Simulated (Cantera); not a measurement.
A perfectly stirred reactor is fed with C2H6 : N2 = 1 : 44 (molar parts), at 2.55 Torr; it is held at 1348 K, and followed from long to short residence time.

Cantera simulation using GRI-Mech 3.0 (53 species, 325 reactions); the numbers are that mechanism's predictions, not measurements. GRI-Mech 3.0 stops at C3 and has no aromatics, soot or wall deposition, so with more carbon than oxygen in the feed, carbon stays in small species such as C2H2 where larger ones or solid carbon would form. Radical loss at walls, strong at low pressure, is not modelled.

Question: What does this change do: temperature 1348 to 1225 K?

Answer: 
```tsv
quantity	before	after
x(C2H6) at τ = 0.790 s	0.00179	0.00822
x(C2H2) at τ = 0.790 s	0.0104	0.00231
x(C2H4) at τ = 0.790 s	0.00572	0.00946
x(H2) at τ = 0.790 s	0.0232	0.0123
x(HCN) at τ = 0.790 s	2.54e-7	7.75e-9
x(C2H6) at τ = 32.0 ms	0.0170	0.0217
x(C2H2) at τ = 32.0 ms	0.000207	1.26e-6
x(C2H4) at τ = 32.0 ms	0.00381	0.000384
x(H2) at τ = 32.0 ms	0.00381	0.000367
x(HCN) at τ = 32.0 ms	4.34e-8	5.45e-10
```

Question: What does this change do: C2H6 1 to 3.1 parts?

Answer: 
| quantity | before | after |
|---|---|---|
| x(C2H6) at τ = 0.790 s | 0.00179 | 0.00417 |
| x(C2H2) at τ = 0.790 s | 0.0104 | 0.0293 |
| x(C2H4) at τ = 0.790 s | 0.00572 | 0.0148 |
| x(H2) at τ = 0.790 s | 0.0232 | 0.0612 |
| x(HCN) at τ = 0.790 s | 2.54e-7 | 8.71e-8 |
| x(C2H6) at τ = 32.0 ms | 0.0170 | 0.0447 |
| x(C2H2) at τ = 32.0 ms | 0.000207 | 0.00122 |
| x(C2H4) at τ = 32.0 ms | 0.00381 | 0.0145 |
| x(H2) at τ = 32.0 ms | 0.00381 | 0.0144 |
| x(HCN) at τ = 32.0 ms | 4.34e-8 | 2.24e-8 |
